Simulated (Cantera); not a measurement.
Source: NASA polynomial tables (part measured, part estimated), evaluated in Cantera. Values are per mole of reaction as written; species without (g) are pure solids or liquids, kept so even where they would boil at 1 bar.

Task: Between 300 and 1598 K, where is each reaction favourable under standard conditions?
- 2 NO(g) + Sr = N2O(g) + SrO

Result: 
- 2 NO(g) + Sr = N2O(g) + SrO: ΔG° is -633 kJ at 300 K and -375 kJ at 1598 K; it stays negative (K > 1). ΔH° is -691 kJ and ΔS° -197 J/K at 1598 K.
